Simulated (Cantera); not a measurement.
Feed: 1 mol C2H6, 1.7 mol CO2, 1.9 mol H2, at 0.0100 bar.

Equilibrium computed with Cantera from the NASA thermochemical tables; the gas is ideal and each condensed phase is pure. Candidate condensed phases: C, C6H6, C7H8, C8H18, H2O; 110 gas species. The numbers say what is thermodynamically allowed, not how fast it happens. All values below are at 1825 K.

Base state: H2 0.588, CO 0.409, H 0.00338, C2H2 (acetylene) 0.000126 (mole fractions); condensed: C(graphite).

What changes in the equilibrium state with this change: CO2 from 1.7 to 0.09 mol?


```tsv
species	before	after
H2	0.588	0.960
CO	0.409	0.0354
H	0.00338	0.00432
C2H2 (acetylene)	0.000126	0.000206
C(graphite), mol	0.298	1.91
```
